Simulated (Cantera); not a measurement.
Mixture: H₂ : O₂ : N₂ = 1 : 1 : 3.76 (molar parts), equivalence ratio 0.50, at 3750 Torr, adiabatic and at constant pressure. Ignition delay is the time to a rise of 400 K.

Model: GRI-Mech 3.0 (53 species, 325 reactions), integrated in Cantera. The hydrogen kinetics of GRI-Mech 3.0 are dated; newer H2 mechanisms differ, most at raised pressure. Where the delays flatten at high temperature, the 400 K rule measures the pace of heat release, not the induction time.

Problem. What does this change do: 0.02 parts NO added?

Solution. 
```tsv
quantity	before	after
delay at 1223 K	12.9 µs	11.3 µs
delay at 1298 K	7.36 µs	7.08 µs
delay at 1373 K	5.05 µs	4.97 µs
delay at 1448 K	3.81 µs	3.79 µs
delay at 1523 K	3.07 µs	3.06 µs
delay at 1598 K	2.61 µs	2.60 µs
```
The mechanism lacks 2 NO + O2 → 2 NO2 and HONO, so NO2 and the effect of NO are under-described below about 1400 K.

Problem. What does this change do: 0.13 parts NO added?

Solution. 
```
quantity          before    after
---------------  -------  -------
delay at 1223 K  12.9 µs  9.90 µs
delay at 1298 K  7.36 µs  6.67 µs
delay at 1373 K  5.05 µs  4.84 µs
delay at 1448 K  3.81 µs  3.73 µs
delay at 1523 K  3.07 µs  3.02 µs
delay at 1598 K  2.61 µs  2.57 µs
```
The mechanism lacks 2 NO + O2 → 2 NO2 and HONO, so NO2 and the effect of NO are under-described below about 1400 K.

Problem. What does this change do: pressure from 3750 Torr to 760 Torr?

Solution. 
```csv
quantity,before,after
delay at 1223 K,12.9 µs,46.2 µs
delay at 1298 K,7.36 µs,35.1 µs
delay at 1373 K,5.05 µs,29.0 µs
delay at 1448 K,3.81 µs,25.8 µs
delay at 1523 K,3.07 µs,24.3 µs
delay at 1598 K,2.61 µs,24.0 µs
```
